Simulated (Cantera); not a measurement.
Ignition delay

Mixture: 23.8 % H2, 14.7 % O2, 61.6 % N2, equivalence ratio 0.81, at 3750 Torr, adiabatic and at constant pressure. Ignition delay is the time to a rise of 400 K.

Computed with Cantera and GRI-Mech 3.0 (53 species, 325 reactions). The hydrogen kinetics of GRI-Mech 3.0 are dated; newer H2 mechanisms differ, most at raised pressure. Where the delays flatten at high temperature, the 400 K rule measures the pace of heat release, not the induction time.

```csv
T0 (K),delay (ms)
1075,1.37
1150,0.0448
1225,0.0127
1300,0.00725
1375,0.00493
1450,0.00368
1525,0.00292
1600,0.00243
```
